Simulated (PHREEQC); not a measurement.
Dissolve 93 mmol/kgw Ba(OH)2 at 70 °C. Closed to the air; pH follows from the charge balance.

All values are PHREEQC results (ion-association model, phreeqc.dat), not measurements.

| Item | Value |
|---|---|
| pH | 11.88 |
| ionic strength | 0.278 mol/kgw |
| specific conductance | 74800 µS/cm |
| density | 0.995 g/cm³ |
| total alkalinity | 186 meq/kg |

| species | molality | activity | log γ |
|---|---|---|---|
| OH- | 0.185 | 0.122 | -0.181 |
| Ba+2 | 0.0922 | 0.0209 | -0.646 |
| BaOH+ | 0.000764 | 0.000533 | -0.156 |

Precipitation was switched off in this run. Species that the database lacks are ignored. At this temperature some constants are extrapolated from 25 °C, and those without enthalpy data are left unchanged.
